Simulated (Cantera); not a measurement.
Feed: 1 mol C₂H₆, 0.016 mol NH₃, 0.21 mol N₂, at 0.00190 bar.

Equilibrium computed with Cantera from the NASA thermochemical tables; the gas is ideal and each condensed phase is pure. Candidate condensed phases: C, C₆H₆, C₇H₈, C₈H₁₈; 110 gas species. Ions and electrons are included (thermal ionisation). The numbers say what is thermodynamically allowed, not how fast it happens.

What share of the C ends up in condensed phases as a function of T (K), at 2000, 2500, 3000, 3500, 4000, 4500, 5000?


```csv
T (K),C condensed (%),as
2000,99.2,C(graphite)
2500,94.7,C(graphite)
3000,0.0,-
3500,0.0,-
4000,0.0,-
4500,0.0,-
5000,0.0,-
```
